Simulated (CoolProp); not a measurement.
Ethanol along the isotherm 517.5 K: Z from the reference equation and from simpler models built on Tc = 514.7 K, pc = 6.268 MPa, ω = 0.644; each cubic takes its own stable root.

Model: reference Helmholtz-energy equation of state, Schroeder 2014, in CoolProp.

```json
[
 {"p (MPa)": "6.27", "phase": "supercritical", "reference": "0.4595", "van der Waals": "0.4798", "Redlich-Kwong": "0.4508", "Soave-Redlich-Kwong": "0.4695", "Peng-Robinson": "0.4411"},
 {"p (MPa)": "12.5", "phase": "supercritical", "reference": "0.2646", "van der Waals": "0.4291", "Redlich-Kwong": "0.3509", "Soave-Redlich-Kwong": "0.3534", "Peng-Robinson": "0.3183"},
 {"p (MPa)": "18.8", "phase": "supercritical", "reference": "0.3694", "van der Waals": "0.5911", "Redlich-Kwong": "0.4736", "Soave-Redlich-Kwong": "0.4756", "Peng-Robinson": "0.4276"},
 {"p (MPa)": "25.1", "phase": "supercritical", "reference": "0.4717", "van der Waals": "0.7494", "Redlich-Kwong": "0.5927", "Soave-Redlich-Kwong": "0.5946", "Peng-Robinson": "0.5343"},
 {"p (MPa)": "31.3", "phase": "supercritical", "reference": "0.5696", "van der Waals": "0.9013", "Redlich-Kwong": "0.7063", "Soave-Redlich-Kwong": "0.7082", "Peng-Robinson": "0.6363"},
 {"p (MPa)": "37.6", "phase": "supercritical", "reference": "0.6667", "van der Waals": "1.053", "Redlich-Kwong": "0.8187", "Soave-Redlich-Kwong": "0.8205", "Peng-Robinson": "0.7373"},
 {"p (MPa)": "43.9", "phase": "supercritical", "reference": "0.7616", "van der Waals": "1.201", "Redlich-Kwong": "0.9286", "Soave-Redlich-Kwong": "0.9304", "Peng-Robinson": "0.8362"},
 {"p (MPa)": "50.1", "phase": "supercritical", "reference": "0.8533", "van der Waals": "1.346", "Redlich-Kwong": "1.035", "Soave-Redlich-Kwong": "1.037", "Peng-Robinson": "0.9318"},
 {"p (MPa)": "56.4", "phase": "supercritical", "reference": "0.9449", "van der Waals": "1.490", "Redlich-Kwong": "1.141", "Soave-Redlich-Kwong": "1.143", "Peng-Robinson": "1.027"},
 {"p (MPa)": "62.7", "phase": "supercritical", "reference": "1.035", "van der Waals": "1.634", "Redlich-Kwong": "1.246", "Soave-Redlich-Kwong": "1.247", "Peng-Robinson": "1.122"}
]
```
